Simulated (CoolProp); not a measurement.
The numbers come from the reference Helmholtz-energy equation of state, Gao 2022 in CoolProp.

Task: For n-perfluoropentane, give the phase and the Z, cp (kJ/(kg K)), speed of sound (m/s), fugacity coefficient at 119.95 °C and 3000 kPa; 119.95 °C and 4000 kPa; 119.95 °C and 6000 kPa.

Result: 
- 119.95 °C and 3000 kPa: liquid; Z 0.213, cp 1.25, speed of sound 214, fugacity coefficient 0.338
- 119.95 °C and 4000 kPa: liquid; Z 0.278, cp 1.22, speed of sound 236, fugacity coefficient 0.272
- 119.95 °C and 6000 kPa: liquid; Z 0.405, cp 1.19, speed of sound 272, fugacity coefficient 0.208
